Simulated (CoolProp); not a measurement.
The fluid at 293.15 K and 0.143 MPa is throttled through a valve to 0.0644 MPa with no heat exchange. The same conditions are run with several fluids, on thermodynamics alone (safety and materials aside).

Values from CoolProp's reference Helmholtz-energy equation of state of each fluid (water: Wagner 2002; n-octane: Beckmüller 2019; R365MFC: Lemmon 2016; p-xylene: Zhou 2012; decamethylcyclopentasiloxane (D5): Thol 2019).

| fluid | final density (kg/m³) |
|---|---|
| water | … |
| n-octane | … |
| R365MFC | 1270 |
| p-xylene | … |
| decamethylcyclopentasiloxane (D5) | … |

**Question.** Some entries are withheld; supply them.

**Answer.** 
- water, final density (kg/m³): 998
- n-octane, final density (kg/m³): 703
- p-xylene, final density (kg/m³): 861
- decamethylcyclopentasiloxane (D5), final density (kg/m³): 959
